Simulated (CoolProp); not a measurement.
Vapour-liquid equilibrium of propane (1) + cyclopropane (2) at 43.35 °C; x and y are mole fractions of (1).

Computed with CoolProp (multi-fluid Helmholtz-energy mixture model, Lemmon 2009 and Polt 1992; pair parameters Bell 2016). This equation is an older, rougher fit; its heat capacities, sound speeds and derivatives of the liquid may be far off and weren't checked against measurements.

| x | bubble pressure, mixture model (MPa) | bubble pressure, Raoult's law (MPa) | y, mixture model | y, Raoult's law |
|---|---|---|---|---|
| 0.05 | 1.184 | 1.170 | 0.069 | 0.063 |
| 0.125 | 1.227 | 1.194 | 0.165 | 0.155 |
| 0.2 | 1.267 | 1.219 | 0.252 | 0.243 |
| 0.275 | 1.304 | 1.243 | 0.333 | 0.327 |
| 0.35 | 1.337 | 1.267 | 0.409 | 0.408 |
| 0.425 | 1.367 | 1.292 | 0.481 | 0.486 |
| 0.5 | 1.394 | 1.316 | 0.549 | 0.562 |
| 0.575 | 1.417 | 1.340 | 0.616 | 0.634 |
| 0.65 | 1.437 | 1.365 | 0.681 | 0.704 |
| 0.725 | 1.454 | 1.389 | 0.746 | 0.772 |
| 0.8 | 1.466 | 1.413 | 0.812 | 0.837 |
| 0.875 | 1.475 | 1.438 | 0.880 | 0.900 |
| 0.95 | 1.479 | 1.462 | 0.950 | 0.961 |

The largest gap from Raoult's law is +5.9 % in bubble pressure, at x = 0.5. No azeotrope shows between x = 0.05 and 0.95.

Pair parameters are fitted to limited data, so mixtures are less certain than the pure fluids.
